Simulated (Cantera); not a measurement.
## CuO + C + H₂ (carbothermic reduction)

Feed: 1 mol CuO, 0.6 mol C, 0.1 mol H₂, at 133 Pa.

Equilibrium computed with Cantera from the NASA thermochemical tables; the gas is ideal and each condensed phase is pure. Candidate condensed phases: C, C₆H₆, C₇H₈, C₈H₁₈, Cu, CuO, Cu(OH)₂, Cu₂O, H₂O; 113 gas species. The numbers say what is thermodynamically allowed, not how fast it happens.

```tsv
T (°C)	x Cu	x CO₂	x CO	x H₂O	x H₂	x H	x O₂	n Cu(s)	n Cu(l)
975	3.30e-5	0.477	0.380	0.0945	0.0484	2.81e-6	3.15e-12	1.000	0
1125	0.000973	0.468	0.389	0.103	0.0396	2.58e-5	9.76e-10	0	0.999
1275	0.0135	0.456	0.390	0.108	0.0330	0.000153	9.92e-8	0	0.990
1425	0.116	0.404	0.353	0.100	0.0256	0.000634	4.44e-6	0	0.908
1575	0.586	0.187	0.166	0.0474	0.0105	0.00149	0.000106	0	0
1725	0.584	0.182	0.169	0.0460	0.00933	0.00424	0.00148	0	0
1875	0.574	0.159	0.186	0.0399	0.00909	0.0109	0.00963	0	0
```
x: gas mole fraction; n: condensed amount in mol.

At 975 °C the condensed part is Cu(s). From 1125 °C to 1425 °C the condensed part is Cu(l). From 1575 °C to 1875 °C nothing is condensed. The main Cu-bearing gas is Cu throughout.
